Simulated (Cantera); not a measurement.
A Cantera script and what it prints.

```python
import numpy as np
import cantera as ct

gas_names = """
    AL ALH ALN ALO ALOH ALO2 ALO2H AL2 AL2O AL2O2 H HALO HNO HNO2 HNO3 HO2 H2 H2O H2O2 N NH NH2 NH3
    NH2OH NO NO2 NO3 N2 N2H2 N2H4 N2O O OH O2 O3
""".split()
cond_names = """
    AL(cr) AL(L) ALN(s) AL2O3(a) AL2O3(L) H2O(s) H2O(L)
""".split()


# ... load() reads the species with a 1 bar reference pressure and builds the phases ...
atoms = {
    'AlN': {'AL': 1, 'N': 1},
    'H2O': {'H': 2, 'O': 1},
    'H2': {'H': 2},
}
top_T = {'ALN(s)': 2750}  # K; cautious upper limits of use, not melting points


# ... equilibrate(T, P, feed) seeds the gas with the atoms and calls Mixture.equilibrate('TP', solver="vcs", rtol=1e-11, max_steps=5000) ...
results = []
T = 1473  # K
P = 11000  # Pa
for m in [0.23, 0.32, 0.43, 0.59, 0.8, 1.1, 1.5, 2, 2.7, 3.7, 5, 6.8, 9.2]:
    feed = {'AlN': 1, 'H2O': m, 'H2': 15}  # mol
    mix = equilibrate(T, P, feed)
    results.append((T, P, feed, dict(zip(mix.species_names, mix.species_moles))))

top = {s: max(r[3][s] / sum(r[3][g] for g in gas_names) for r in results) for s in gas_names}
cols = sorted((s for s in top if top[s] > 0.0001), key=lambda s: -top[s])[:5]
seen = [c for c in cond_names if any(r[3].get(c, 0) > 1e-12 for r in results)]
print("log10 of partial pressures in bar; condensed amounts in mol")
print(f"{'n(H2O)':>10s}" + "".join(f"{s[:9]:>10s}" for s in cols + seen))
for T, P, feed, n in results:
    ng = sum(n[g] for g in gas_names)
    print(f"{feed['H2O']:10.4g}" + "".join(f"{np.log10(max(n[s] / ng * P / 1e5, 1e-99)):10.3f}" for s in cols)
          + "".join(f"{n.get(c, 0):10.4g}" for c in seen))
```

Result:

```
log10 of partial pressures in bar; condensed amounts in mol
    n(H2O)        H2       H2O        N2    ALN(s)  AL2O3(a)
      0.23    -0.961    -6.716    -3.259    0.8467   0.07666
      0.32    -0.962    -6.670    -3.119    0.7867    0.1067
      0.43    -0.963    -6.630    -2.995    0.7134    0.1433
      0.59    -0.964    -6.587    -2.863    0.6067    0.1967
       0.8    -0.966    -6.547    -2.739    0.4667    0.2667
       1.1    -0.968    -6.507    -2.611    0.2667    0.3667
       1.5    -0.972    -6.470    -2.490 3.478e-05       0.5
         2    -0.984    -2.503    -2.503         0       0.5
       2.7    -1.001    -2.140    -2.520         0       0.5
       3.7    -1.024    -1.899    -2.543         0       0.5
         5    -1.053    -1.726    -2.571         0       0.5
       6.8    -1.089    -1.583    -2.608         0       0.5
       9.2    -1.134    -1.465    -2.652         0       0.5
```

These are equilibrium values from Cantera (NASA tables, ideal gas, pure condensed phases), not measurements of a reactor. Mutual solubility and eutectic melting of coexisting phases are not modelled. Gases not in the tables: Al(OH)3.
